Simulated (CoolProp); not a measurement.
Vapour-liquid equilibrium of acetone (1) + toluene (2) at 452.4 K; x and y are mole fractions of (1).

Model: multi-fluid Helmholtz-energy mixture model, Lemmon 2006 and Lemmon 2006; pair parameters Bell 2016, in CoolProp.

### Question
Give the bubble pressure and the first vapour's composition at x = 0.5, 0.8, 0.95. Is there an azeotrope?

### Answer
x = 0.5: 1265 kPa, y = 0.728; x = 0.8: 1666 kPa, y = 0.897; x = 0.95: 1881 kPa, y = 0.974. No azeotrope shows between x = 0.05 and 0.95.

Pair parameters are fitted to limited data, so mixtures are less certain than the pure fluids.
